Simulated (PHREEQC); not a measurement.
Solution (20 °C): 0.015 mol NH3 and 1.4e-06 mol H4SiO4 per kg of water. Closed to the air; pH follows from the charge balance.

Equilibrium calculation in PHREEQC: ion-association model, wateq4f.dat.

```
quantity                    before    after
------------------------  --------  -------
pH                           10.86     7.08
ionic strength (mol/kgw)  0.000511  8.35e-8
H3SiO4- (mol/kgw)          1.26e-6  2.06e-9
H4SiO4 (mol/kgw)           1.36e-7  1.40e-6
SI of Quartz (SiO2)          -2.81    -1.80
```

Question: Name the change that produced these shifts.
A) diluted 100-fold with water
B) NH3 left out
C) H4SiO4 from 1.4e-06 to 1.4e-07 mol/kgw
D) H4SiO4 from 1.4e-06 to 2.8e-06 mol/kgw
E) H4SiO4 from 1.4e-06 to 7e-07 mol/kgw

Answer: B, NH3 left out

No solid was allowed to form.
